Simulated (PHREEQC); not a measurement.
Make-up at 25 °C: 0.052 mol K2SO4 and 0.037 mol NaF per kg of water. It is in equilibrium with CO2 at log p = -3.4 (atm). Otherwise closed; pH follows from the charge balance.

All values are PHREEQC results (ion-association model, phreeqc.dat), not measurements.

- pH: 6.38
- ionic strength: 0.172 mol/kgw
- specific conductance: 13100 µS/cm
- density: 1.006 g/cm³

```tsv
species	molality	activity	log γ
K+	0.0957	0.0693	-0.141
SO4-2	0.0415	0.0128	-0.510
F-	0.0366	0.0263	-0.143
Na+	0.0344	0.0260	-0.122
KSO4-	0.00827	0.00625	-0.122
NaSO4-	0.00221	0.00167	-0.122
NaF	0.000378	0.000394	0.017
HCO3-	1.90e-5	1.44e-5	-0.122
HF	1.58e-5	1.65e-5	0.017
CO2	1.30e-5	1.36e-5	0.017
HF2-	2.21e-6	1.66e-6	-0.123
HSO4-	6.92e-7	5.21e-7	-0.123
H+	5.20e-7	4.18e-7	-0.095
NaHCO3	2.02e-7	2.10e-7	0.017
```

No solid was allowed to form.
